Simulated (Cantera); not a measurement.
# Thermodynamics of carbon deposition, reforming and gasification, feed toluene + H2O + H2

Input: 1 mol toluene, 0.85 mol H2O, 13 mol H2, at 2500 K.

Equilibrium computed with Cantera from the NASA thermochemical tables; the gas is ideal and each condensed phase is pure. Candidate condensed phases: C, C6H6, C7H8, C8H18, H2O; 110 gas species. The ideal-gas law is rough above about 30 bar. The numbers say what is thermodynamically allowed, not how fast it happens.

```csv
P (Pa),x H2,x H,x CO,x CH4,x C2H2 (acetylene),n C(graphite)
10,0.114,0.851,0.0258,1.97e-10,0.00124,5.44
100,0.436,0.525,0.0335,2.85e-8,0.00471,5.84
1000,0.736,0.216,0.0405,8.12e-7,0.00796,5.80
10000,0.872,0.0743,0.0438,1.14e-5,0.00944,5.78
100000,0.921,0.0241,0.0449,0.000127,0.00996,5.76
1000000,0.935,0.00769,0.0453,0.00131,0.0101,5.74
10000000,0.927,0.00242,0.0459,0.0129,0.0100,5.50
```
x: gas mole fraction; n: condensed amount in mol.

From 0.000100 bar to 100 bar the condensed part is C(graphite). The main C-bearing gas is CO throughout. The share of C in condensed phases is highest at 0.00100 bar (83.5 %) and lowest at 0.000100 bar (77.8 %).
